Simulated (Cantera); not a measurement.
A freely propagating, adiabatic, planar premixed flame of 18.8 % H2, 17.1 % O2, 64.2 % N2, equivalence ratio 0.55, unburnt at 675 K and 3.00 bar; mixture-averaged transport, grid criteria slope 0.08 and curve 0.16, no radiation.

Cantera simulation using the H2/O2 subset of GRI-Mech 3.0, which has no nitrogen chemistry; the numbers are that mechanism's predictions, not measurements. The hydrogen kinetics of GRI-Mech 3.0 are dated; newer H2 mechanisms differ, most at raised pressure. Burning velocities carry a grid error of a few per cent, more on coarse grids. Lean hydrogen flames are cellular in practice and burn faster than this planar one.

Q: Predict: laminar burning velocity; thermal thickness; peak x(H2O2); peak x(O); peak x(HO2).

A: 
* **laminar burning velocity**: 400 cm/s
* **thermal thickness**: 0.112 mm
* **peak x(H2O2)**: 4.98e-5
* **peak x(O)**: 0.00788
* **peak x(HO2)**: 0.000544
